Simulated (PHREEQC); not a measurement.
Consider water at 20 °C with 0.011 mol HF, 0.14 mol KF and 0.22 mol H3PO4 per kg of water. Closed to the air; pH follows from the charge balance.

The numbers come from PHREEQC with the ion-association model, phreeqc.dat.

No solid was allowed to form.

Problem. Order these F species by the share of F that they hold, largest first: HF2-, F-, HF.

Solution. HF (79 %), F- (11 %), HF2- (9.7 %)

The pH is 2.13 and the ionic strength 0.149 mol/kgw.
